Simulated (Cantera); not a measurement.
Charge: 1 mol C3H6, 52 mol H2, 0.55 mol N2, equilibrated at 25.0 mbar.

Equilibrium computed with Cantera from the NASA thermochemical tables; the gas is ideal and each condensed phase is pure. Candidate condensed phases: C, C6H6, C7H8, C8H18; 92 gas species. Equilibrium is a limit: real reactors are often held back by kinetics, nucleation or transport.

log p: log10 of the partial pressure in bar; n: condensed amount in mol.

```csv
T (K),log p H2,log p H,log p N2,log p HCN,n C(graphite)
1075,-1.61,-8.64,-3.61,-7.41,2.94
1175,-1.61,-7.71,-3.61,-6.86,2.97
1275,-1.61,-6.94,-3.61,-6.39,2.99
1375,-1.61,-6.27,-3.61,-6.00,2.99
1475,-1.61,-5.69,-3.61,-5.66,2.99
1575,-1.61,-5.18,-3.61,-5.37,2.99
1675,-1.61,[?],-3.61,[?],2.97
1775,-1.61,-4.34,-3.62,-4.88,2.95
1875,-1.61,[?],-3.63,[?],2.92
1975,-1.61,-3.67,-3.64,-4.50,2.85
2075,-1.61,-3.38,-3.66,-4.34,2.76
2175,-1.62,-3.12,-3.68,-4.21,2.61
```

Question: Fill in the missing entries.

Answer: 
- 1875, log p H: -3.99
- 1875, log p HCN: -4.68
- 1675, log p H: -4.74
- 1675, log p HCN: -5.11
